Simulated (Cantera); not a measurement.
Mixture: C3H8 : O2 : N2 = 1 : 5 : 18.8 (molar parts), equivalence ratio 1.0, at 12.8 atm, adiabatic and at constant volume. Ignition delay is the time to a rise of 400 K.

Detailed kinetics in Cantera: GRI-Mech 3.0 (53 species, 325 reactions). GRI-Mech 3.0 was tuned for natural gas; its chemistry of propane as a main component is partial and can be far from experiment. The pressure lies above the range GRI-Mech 3.0 was tuned for (to about 10 atm).

Task: Predict: delay at 1298 K; delay at 1348 K; delay at 1398 K; delay at 1448 K; delay at 1498 K; delay at 1548 K; delay at 1598 K; apparent activation energy between 1498 and 1598 K.

Result: 
```
Property                                                 Value
--------------------------------------------------  ----------
delay at 1298 K                                       0.247 ms
delay at 1348 K                                       0.113 ms
delay at 1398 K                                        55.0 µs
delay at 1448 K                                        28.7 µs
delay at 1498 K                                        16.0 µs
delay at 1548 K                                        9.52 µs
delay at 1598 K                                        6.01 µs
apparent activation energy between 1498 and 1598 K  190 kJ/mol
```
